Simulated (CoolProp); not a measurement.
Vapour-liquid equilibrium of R113 (1) + acetone (2) at 0.105 MPa; x and y are mole fractions of (1).

Values from CoolProp's multi-fluid Helmholtz-energy mixture model, Marx 1992 and Lemmon 2006; pair parameters Bell 2016.

```
x     bubble temperature, mixture model (°C)  bubble temperature, Raoult's law (°C)  y, mixture model  y, Raoult's law
----  --------------------------------------  -------------------------------------  ----------------  ---------------
0.05                                       ?                                   56.7             0.127            0.065
0.2                                     49.4                                   55.3             0.361            0.248
0.35                                       ?                                   54.0                 ?            0.416
0.5                                        ?                                   52.7             0.578            0.570
0.65                                    45.2                                   51.5             0.658            0.712
0.8                                        ?                                   50.2                 ?            0.843
0.95                                       ?                                   49.1                 ?            0.962
```

Task: Fill in the missing entries.

Result: 
- 0.05, bubble temperature, mixture model (°C): 54.4
- 0.35, bubble temperature, mixture model (°C): 46.8
- 0.35, y, mixture model: 0.489
- 0.5, bubble temperature, mixture model (°C): 45.6
- 0.8, bubble temperature, mixture model (°C): 45.5
- 0.8, y, mixture model: 0.755
- 0.95, bubble temperature, mixture model (°C): 47.4
- 0.95, y, mixture model: 0.915

The largest gap from Raoult's law is -7.2 K in bubble temperature, at x = 0.35. y crosses x between x = 0.65 and 0.8: the model has an azeotrope there.

Pair parameters are fitted to limited data, so mixtures are less certain than the pure fluids.
